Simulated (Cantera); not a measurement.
Predominance diagram of Sr at 1375 K against the partial pressures of O2 and Cl2 (log10, bar). Standard-state values (1 bar) from the NASA 1993 polynomials, evaluated with Cantera. Candidates: Sr(l), SrCl2(l), SrO(s). Only these pure phases compete in this equilibrium. Not in the tables: the peroxide, oxide halides.

```
log p(Cl2) \ log p(O2)
        columns: -25, -23.6, -22.3, -20.9, -19.5, -18.2, -16.8, -15.4, -14.1, -12.7, -11.3, -9.9, -8.6, -7.2, -5.8, -4.5, -3.1, -1.7, -0.4, 1
      0  A A A A A A A A A A A A A A A A A A A A
   -3.6  A A A A A A A A A A A A A A A A A A A A
   -7.1  A A A A A A A A A A A A A A A A A A B B
  -10.7  A A A A A A A A A A A A A B B B B B B B
  -14.2  A A A A A A A A B B B B B B B B B B B B
  -17.8  A A B B B B B B B B B B B B B B B B B B
  -21.3  B B B B B B B B B B B B B B B B B B B B
  -24.9  B B B B B B B B B B B B B B B B B B B B
  -28.4  B B B B B B B B B B B B B B B B B B B B
    -32  B B B B B B B B B B B B B B B B B B B B
```

A: SrCl2(l); B: SrO(s).
